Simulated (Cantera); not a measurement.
A Cantera script and what it prints.

```python
import numpy as np
import cantera as ct

gas_names = """
    Cu CuO Cu2 H HO2 H2 H2O H2O2 O OH O2 O3
""".split()
cond_names = """
    Cu(cr) Cu(L) CuO(s) CuO2H2(s) Cu2O(s) Cu2O(L) H2O(s) H2O(L)
""".split()


# ... load() reads the species with a 1 bar reference pressure and builds the phases ...
atoms = {
    'Cu2O': {'Cu': 2, 'O': 1},
    'H2': {'H': 2},
}
top_T = {'CuO(s)': 1390}  # K; cautious upper limits of use, not melting points


# ... equilibrate(T, P, feed) seeds the gas with the atoms and calls Mixture.equilibrate('TP', solver="vcs", rtol=1e-11, max_steps=5000) ...
results = []
P = 3400  # Pa
for T in [1000, 1075, 1150, 1225, 1300, 1375, 1450, 1525, 1600, 1675, 1750, 1825, 1900]:
    for m in [220, 370, 510, 650, 790, 940, 1100]:
        feed = {'Cu2O': 1, 'H2': m}  # mol
        mix = equilibrate(T, P, feed)
        results.append((T, P, feed, dict(zip(mix.species_names, mix.species_moles))))

for T, P, feed, n in results:
    print(f"{T:7g} {feed['H2']:10.4g}  " + (" + ".join(c for c in cond_names if n.get(c, 0) > 1e-12) or "gas only"))
```

It prints:

```
   1000        220  Cu(cr)
   1000        370  Cu(cr)
   1000        510  Cu(cr)
   1000        650  Cu(cr)
   1000        790  Cu(cr)
   1000        940  Cu(cr)
   1000       1100  Cu(cr)
   1075        220  Cu(cr)
   1075        370  Cu(cr)
   1075        510  Cu(cr)
   1075        650  Cu(cr)
   1075        790  Cu(cr)
   1075        940  Cu(cr)
   1075       1100  Cu(cr)
   1150        220  Cu(cr)
   1150        370  Cu(cr)
   1150        510  Cu(cr)
   1150        650  Cu(cr)
   1150        790  Cu(cr)
   1150        940  Cu(cr)
   1150       1100  Cu(cr)
   1225        220  Cu(cr)
   1225        370  Cu(cr)
   1225        510  Cu(cr)
   1225        650  Cu(cr)
   1225        790  Cu(cr)
   1225        940  Cu(cr)
   1225       1100  Cu(cr)
   1300        220  Cu(cr)
   1300        370  Cu(cr)
   1300        510  Cu(cr)
   1300        650  Cu(cr)
   1300        790  Cu(cr)
   1300        940  Cu(cr)
   1300       1100  Cu(cr)
   1375        220  Cu(L)
   1375        370  Cu(L)
   1375        510  Cu(L)
   1375        650  Cu(L)
   1375        790  Cu(L)
   1375        940  Cu(L)
   1375       1100  Cu(L)
   1450        220  Cu(L)
   1450        370  Cu(L)
   1450        510  Cu(L)
   1450        650  Cu(L)
   1450        790  Cu(L)
   1450        940  Cu(L)
   1450       1100  Cu(L)
   1525        220  Cu(L)
   1525        370  Cu(L)
   1525        510  Cu(L)
   1525        650  Cu(L)
   1525        790  Cu(L)
   1525        940  Cu(L)
   1525       1100  Cu(L)
   1600        220  Cu(L)
   1600        370  Cu(L)
   1600        510  Cu(L)
   1600        650  Cu(L)
   1600        790  Cu(L)
   1600        940  Cu(L)
   1600       1100  Cu(L)
   1675        220  Cu(L)
   1675        370  Cu(L)
   1675        510  Cu(L)
   1675        650  gas only
   1675        790  gas only
   1675        940  gas only
   1675       1100  gas only
   1750        220  Cu(L)
   1750        370  gas only
   1750        510  gas only
   1750        650  gas only
   1750        790  gas only
   1750        940  gas only
   1750       1100  gas only
   1825        220  gas only
   1825        370  gas only
   1825        510  gas only
   1825        650  gas only
   1825        790  gas only
   1825        940  gas only
   1825       1100  gas only
   1900        220  gas only
   1900        370  gas only
   1900        510  gas only
   1900        650  gas only
   1900        790  gas only
   1900        940  gas only
   1900       1100  gas only
```

Cantera equilibrium calculation (NASA polynomials, part measured and part estimated; ideal gas, pure solids and liquids).
